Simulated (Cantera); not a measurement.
A perfectly stirred reactor is fed with 14.0 % CO, 1.96 % H₂, 2.37 % CH₄, 14.2 % O₂, 53.6 % N₂, 13.8 % H₂O, at 1.00 bar; it is adiabatic with a 600 K inlet, and is followed from long to short residence time, starting on the burning branch (τ in s: 0.2, 0.099, 0.048, 0.023, 0.011, 0.0055, 0.0027, 0.0013, 0.00063, 0.00031, 0.00015, 7.2e-05).

Computed with Cantera and GRI-Mech 3.0 (53 species, 325 reactions).

**Question.** Predict: blow-out, bracketed by the residence times tried; x(CO) at τ = 0.200 s; x(H₂) at τ = 0.200 s; x(CH₄) at τ = 0.200 s; x(OH) at τ = 0.200 s; x(CO) at τ = 2.70 ms; x(H₂) at τ = 2.70 ms; x(CH₄) at τ = 2.70 ms; x(C₂H₄) at τ = 2.70 ms; x(OH) at τ = 2.70 ms.

**Answer.** 
```json
{
 "blow_out_bracketed_by_the_residence_times_tried": "burning at 72.0 µs, the shortest tried",
 "x(CO) at τ = 0.200 s": "0.00825",
 "x(H₂) at τ = 0.200 s": "0.00201",
 "x(CH₄) at τ = 0.200 s": "4.86e-7",
 "x(OH) at τ = 0.200 s": "0.00431",
 "x(CO) at τ = 2.70 ms": "0.0238",
 "x(H₂) at τ = 2.70 ms": "0.00631",
 "x(CH₄) at τ = 2.70 ms": "1.48e-5",
 "x(C₂H₄) at τ = 2.70 ms": "1.10e-9",
 "x(OH) at τ = 2.70 ms": "0.00767"
}
```
